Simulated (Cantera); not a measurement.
Input (Python, Cantera) and output of one run.

```python
import numpy as np
import cantera as ct

gas_names = [...]  # 118 gases of nasa_gas.yaml made of C, Cl, F, H
cond_names = """
    C(gr) C6H6(L) C7H8(L) C8H18(L),n-octa
""".split()


# ... load() reads the species with a 1 bar reference pressure and builds the phases ...
atoms = {
    'CH2F2': {'C': 1, 'H': 2, 'F': 2},
    'HCl': {'H': 1, 'CL': 1},
    'H2': {'H': 2},
}
top_T = {'C(gr)': 4500}  # K; cautious upper limits of use, not melting points


# ... equilibrate(T, P, feed) seeds the gas with the atoms and calls Mixture.equilibrate('TP', solver="vcs", rtol=1e-11, max_steps=5000) ...
results = []
feed = {'CH2F2': 1, 'HCl': 0.099, 'H2': 5.7}  # mol
P = 1333.22  # Pa
for T in [2173, 2223, 2273, 2323, 2373, 2423, 2473, 2523, 2573]:
    mix = equilibrate(T, P, feed)
    results.append((T, P, feed, dict(zip(mix.species_names, mix.species_moles))))
    x = sorted(zip(gas.X, gas.species_names), reverse=True)
    print(f"T = {T:g} K  P = {P:g} Pa  gas = {mix.phase_moles(0):.4g} mol")
    print("   x: " + "  ".join(f"{s} {v:.3e}" for v, s in x if v > 1e-06))
    print("   condensed (mol): " + ("  ".join(f"{mix.phase(i).name} {mix.phase_moles(i):.4g}"
          for i in range(1, mix.n_phases) if mix.phase_moles(i) > 1e-12) or "none"))
```

It prints:

```
T = 2173 K  P = 1333.22 Pa  gas = 7.939 mol
   x: H2 6.991e-01  HF 2.519e-01  H 3.494e-02  HCL 1.203e-02  C2H2,acetylene 1.543e-03  CL 4.388e-04  F 9.885e-06  C2H 2.475e-06  CH4 1.817e-06  CH3 1.749e-06  C4H2 1.384e-06
   condensed (mol): C(gr) 0.9754
T = 2223 K  P = 1333.22 Pa  gas = 7.985 mol
   x: H2 6.891e-01  HF 2.504e-01  H 4.605e-02  HCL 1.182e-02  C2H2,acetylene 2.000e-03  CL 5.736e-04  F 1.555e-05  C2H 4.932e-06  C4H2 2.367e-06  CH3 2.020e-06  CH4 1.585e-06
   condensed (mol): C(gr) 0.9679
T = 2273 K  P = 1333.22 Pa  gas = 8.043 mol
   x: H2 6.766e-01  HF 2.486e-01  H 5.984e-02  HCL 1.157e-02  C2H2,acetylene 2.551e-03  CL 7.389e-04  F 2.400e-05  C2H 9.509e-06  C4H2 3.933e-06  CH3 2.303e-06  CH4 1.378e-06
   condensed (mol): C(gr) 0.9586
T = 2323 K  P = 1333.22 Pa  gas = 8.114 mol
   x: H2 6.614e-01  HF 2.464e-01  H 7.670e-02  HCL 1.126e-02  C2H2,acetylene 3.202e-03  CL 9.383e-04  F 3.638e-05  C2H 1.777e-05  C4H2 6.356e-06  CH3 2.590e-06  C3 1.911e-06  C2H2,vinylidene 1.307e-06  CH4 1.194e-06
   condensed (mol): C(gr) 0.9474
T = 2373 K  P = 1333.22 Pa  gas = 8.202 mol
   x: H2 6.431e-01  HF 2.438e-01  H 9.700e-02  HCL 1.089e-02  C2H2,acetylene 3.956e-03  CL 1.175e-03  F 5.424e-05  C2H 3.223e-05  C4H2 1.000e-05  C3 4.632e-06  CH3 2.870e-06  C 1.982e-06  C2H2,vinylidene 1.959e-06  CF 1.172e-06  CH4 1.029e-06
   condensed (mol): C(gr) 0.934
T = 2423 K  P = 1333.22 Pa  gas = 8.309 mol
   x: H2 6.214e-01  HF 2.406e-01  H 1.211e-01  HCL 1.046e-02  C2H2,acetylene 4.809e-03  CL 1.451e-03  F 7.965e-05  C2H 5.681e-05  C4H2 1.532e-05  C3 1.082e-05  C 4.187e-06  CH3 3.133e-06  C2H2,vinylidene 2.863e-06  CF 2.036e-06  CH2 1.233e-06
   condensed (mol): C(gr) 0.9182
T = 2473 K  P = 1333.22 Pa  gas = 8.437 mol
   x: H2 5.962e-01  HF 2.369e-01  H 1.491e-01  HCL 9.967e-03  C2H2,acetylene 5.748e-03  CL 1.766e-03  F 1.153e-04  C2H 9.743e-05  C3 2.438e-05  C4H2 2.287e-05  C 8.577e-06  C2H2,vinylidene 4.085e-06  CF 3.463e-06  CH3 3.363e-06  C2 2.235e-06  CH2 1.728e-06  C2HCL 1.054e-06
   condensed (mol): C(gr) 0.8997
T = 2523 K  P = 1333.22 Pa  gas = 8.589 mol
   x: H2 5.673e-01  HF 2.327e-01  H 1.813e-01  HCL 9.405e-03  C2H2,acetylene 6.755e-03  CL 2.120e-03  F 1.649e-04  C2H 1.627e-04  C3 5.315e-05  C4H2 3.325e-05  C 1.708e-05  CF 5.775e-06  C2H2,vinylidene 5.687e-06  C2 4.918e-06  CH3 3.547e-06  CH2 2.363e-06  CH 1.702e-06  C2HCL 1.332e-06
   condensed (mol): C(gr) 0.8782
T = 2573 K  P = 1333.22 Pa  gas = 8.767 mol
   x: H2 5.348e-01  HF 2.279e-01  H 2.175e-01  HCL 8.781e-03  C2H2,acetylene 7.799e-03  CL 2.509e-03  C2H 2.647e-04  F 2.330e-04  C3 1.123e-04  C4H2 4.709e-05  C 3.309e-05  C2 1.049e-05  CF 9.460e-06  C2H2,vinylidene 7.725e-06  CH3 3.669e-06  CH2 3.158e-06  CH 2.855e-06  C2HCL 1.647e-06
   condensed (mol): C(gr) 0.8531
```

These are equilibrium values from Cantera (NASA tables, ideal gas, pure condensed phases), not measurements of a reactor.
